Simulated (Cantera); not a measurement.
What does this Cantera script print?

```python
import numpy as np
import cantera as ct

gas = ct.Solution("gri30.yaml")
gas.TPX = 998, 1200000, {'CH4': 1, 'O2': 1.82, 'N2': 6.84}
reactor = ct.IdealGasReactor(gas, energy="on", clone=False)
net = ct.ReactorNet([reactor])
net.rtol, net.atol = 1e-08, 1e-16
show = ['CH4', 'O2', 'CO2', 'O', 'CH3', 'H2O', 'H2']
times = np.geomspace(8e-06, 2, 13)

steps = ct.SolutionArray(gas, extra=["t"])
rows = []
print(f"{'t/s':>10s}{'T/K':>9s}{'P/Pa':>11s}" + "".join(f"{s:>11s}" for s in show))
for t in times:
    while net.time < t:
        t_next = net.step()
        steps.append(gas.state, t=t_next)
    rows.append([np.interp(t, steps.t, y) for y in (steps.T, steps.P, *steps(*show).X.T)])
    print(f"{t:10.3e}{rows[-1][0]:9.1f}{rows[-1][1]:11.4g}" + "".join(f"{x:11.3e}" for x in rows[-1][2:]))
rate = np.gradient(steps.T, steps.t)
print("integrator steps:", len(steps.t))
if steps.T.max() > steps.T[0] + 200:
    print(f"time of steepest temperature rise: {steps.t[rate.argmax()]:.4e} s")
gas.TPX = 998, 1200000, {'CH4': 1, 'O2': 1.82, 'N2': 6.84}
gas.equilibrate("UV")
print(f"equilibrium (UV): T = {gas.T:.1f} K  " + "  ".join(f"{s} {gas[s].X[0]:.3e}" for s in show))
```

Result:

```
       t/s      T/K       P/Pa        CH4         O2        CO2          O        CH3        H2O         H2
 8.000e-06    998.0    1.2e+06  1.035e-01  1.884e-01  3.943e-19  2.838e-14  8.548e-10  8.305e-12  6.938e-14
 2.254e-05    998.0    1.2e+06  1.035e-01  1.884e-01  9.536e-18  8.163e-14  2.428e-09  6.905e-11  5.300e-13
 6.350e-05    998.0    1.2e+06  1.035e-01  1.884e-01  2.075e-16  2.367e-13  6.991e-09  5.515e-10  4.267e-12
 1.789e-04    998.0    1.2e+06  1.035e-01  1.884e-01  5.205e-15  7.158e-13  2.093e-08  4.729e-09  4.036e-11
 5.040e-04    998.0    1.2e+06  1.035e-01  1.884e-01  1.538e-13  2.390e-12  6.838e-08  4.497e-08  4.781e-10
 1.420e-03    998.0    1.2e+06  1.035e-01  1.884e-01  5.418e-12  8.354e-12  2.293e-07  4.842e-07  7.118e-09
 4.000e-03    998.0    1.2e+06  1.035e-01  1.884e-01  9.072e-11  1.603e-11  4.191e-07  3.894e-06  7.385e-08
 1.127e-02    998.2    1.2e+06  1.035e-01  1.884e-01  6.730e-10  2.258e-11  5.435e-07  1.988e-05  4.556e-07
 3.175e-02    999.1  1.201e+06  1.034e-01  1.883e-01  1.532e-08  5.450e-11  9.426e-07  1.273e-04  4.164e-06
 8.944e-02   2957.9  3.681e+06  8.696e-13  4.822e-03  5.961e-02  1.126e-03  2.486e-12  1.771e-01  1.642e-02
 2.520e-01   2957.9  3.681e+06  8.696e-13  4.822e-03  5.961e-02  1.126e-03  2.486e-12  1.771e-01  1.642e-02
 7.099e-01   2957.9  3.681e+06  8.696e-13  4.822e-03  5.961e-02  1.126e-03  2.486e-12  1.771e-01  1.642e-02
 2.000e+00   2957.9  3.681e+06  8.696e-13  4.822e-03  5.961e-02  1.126e-03  2.486e-12  1.771e-01  1.642e-02
integrator steps: 2675
time of steepest temperature rise: 7.0888e-02 s
equilibrium (UV): T = 2957.9 K  CH4 1.038e-12  O2 4.822e-03  CO2 5.961e-02  O 1.126e-03  CH3 2.967e-12  H2O 1.771e-01  H2 1.642e-02
```

Computed with Cantera and GRI-Mech 3.0 (53 species, 325 reactions). The pressure lies above the range GRI-Mech 3.0 was tuned for (to about 10 atm). Below about 1000 K GRI-Mech 3.0 lacks low-temperature oxidation paths.
